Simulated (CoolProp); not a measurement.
Saturation properties of R141b (Tc = 477.5 K, pc = 4.212 MPa, ω = 0.220).

Model: reference Helmholtz-energy equation of state, Lemmon 2006, in CoolProp. It is a short technical equation, of lower accuracy than the large ones.

```tsv
T (K)	p (MPa)	liquid density (kg/m³)	vapour Z
349.8	0.3871	1127	0.9042
360	0.4992	1104	0.8863
370.3	0.6352	1079	…
380.5	0.7953	…	0.8441
390.8	0.9854	1027	0.8193
401	1.205	998.9	…
411.3	…	968.3	0.7616
421.5	1.751	935.5	0.7277
431.8	2.085	899.0	0.6891
442	2.461	858.3	0.6450
452.3	2.890	810.1	…
462.5	3.372	749.6	0.5261
```

Task: Fill in the missing entries.

Result: 
- 370.3, vapour Z: 0.8662
- 380.5, liquid density (kg/m³): 1054
- 401, vapour Z: 0.7921
- 411.3, p (MPa): 1.460
- 452.3, vapour Z: 0.5922

It boils at 305.2 K under 1 atm.
